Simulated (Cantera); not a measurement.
Input: 1 mol PbCl2, 22 mol H2, held at 1273.15 K and 64000 Pa.

These are equilibrium values from Cantera (NASA tables, ideal gas, pure condensed phases), not measurements of a reactor. Candidate condensed phases: Pb, PbCl2; 10 gas species. Kinetics and transport are ignored.

Base state: H2 0.914, HCl 0.0712, PbCl 0.00861, PbCl2 0.00325, Pb 0.00287 (mole fractions); condensed: Pb(l).

What changes in the equilibrium state with this change: temperature from 1273.15 K to 975 K?


| species | before | after |
|---|---|---|
| H2 | 0.914 | 0.918 |
| HCl | 0.0712 | 0.0776 |
| PbCl2 | 0.00325 | 0.00348 |
| PbCl | 0.00861 | 0.000574 |
| PbCl4 | 2.09e-6 | 0.000470 |
| Pb | 0.00287 | 1.43e-5 |
| Pb(l), mol | 0.659 | 0.896 |
The tables' values for PbCl4 are old estimates; treat these amounts as uncertain.

What changes in the equilibrium state with this change: temperature from 1273.15 K to 1250 K?


```tsv
species	before	after
H2	0.914	0.915
HCl	0.0712	0.0724
PbCl	0.00861	0.00740
Pb	0.00287	0.00209
PbCl2	0.00325	0.00334
Pb(l), mol	0.659	0.703
```
